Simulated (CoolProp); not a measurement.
R1234ze(Z) along the isotherm 440 K: Z from the reference equation and from simpler models built on Tc = 423.3 K, pc = 3.531 MPa, ω = 0.327; each cubic takes its own stable root.

The numbers come from the reference Helmholtz-energy equation of state, Akasaka 2019 in CoolProp.

```csv
p (MPa),phase,reference,van der Waals,Soave-Redlich-Kwong
0.0279,gas,0.9974,0.9979,0.9976
0.0529,gas,0.9951,0.9959,0.9955
0.1,gas,0.9907,0.9923,0.9915
0.19,gas,0.9822,0.9853,0.9839
0.36,gas,0.9660,0.9718,…
0.683,gas,…,0.9453,0.9405
1.3,gas,…,…,0.8826
2.46,gas,0.7337,0.7684,0.7580
4.66,supercritical,…,0.3570,0.3853
8.83,supercritical,…,0.5131,0.4371
```

Problem. What belongs in the gaps?

Solution. 
- 0.36, Soave-Redlich-Kwong: 0.9691
- 0.683, reference: 0.9344
- 1.3, reference: 0.8706
- 1.3, van der Waals: 0.8910
- 4.66, reference: 0.3099
- 8.83, reference: 0.3464
